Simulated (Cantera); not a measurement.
A perfectly stirred reactor is fed with 1.28 % H2, 98.7 % O2, equivalence ratio 0.0065, at 20.0 Torr; it is held at 1048 K, and followed from long to short residence time.

Computed with Cantera and the H2/O2 subset of GRI-Mech 3.0, which has no nitrogen chemistry. Radical loss at walls, strong at low pressure, is not modelled.

Predict: x(H2) at τ = 0.360 s; x(O2) at τ = 0.360 s; x(H) at τ = 0.360 s; x(H2O) at τ = 0.360 s; x(O) at τ = 0.360 s; x(H2) at τ = 22.0 ms; x(O2) at τ = 22.0 ms; x(H) at τ = 22.0 ms; x(H2O) at τ = 22.0 ms; x(O) at τ = 22.0 ms.


```json
{
 "x(H2) at τ = 0.360 s": "0.000201",
 "x(O2) at τ = 0.360 s": "0.986",
 "x(H) at τ = 0.360 s": "3.93e-5",
 "x(H2O) at τ = 0.360 s": "0.0126",
 "x(O) at τ = 0.360 s": "0.000951",
 "x(H2) at τ = 22.0 ms": "0.000983",
 "x(O2) at τ = 22.0 ms": "0.983",
 "x(H) at τ = 22.0 ms": "0.000422",
 "x(H2O) at τ = 22.0 ms": "0.0113",
 "x(O) at τ = 22.0 ms": "0.00342"
}
```
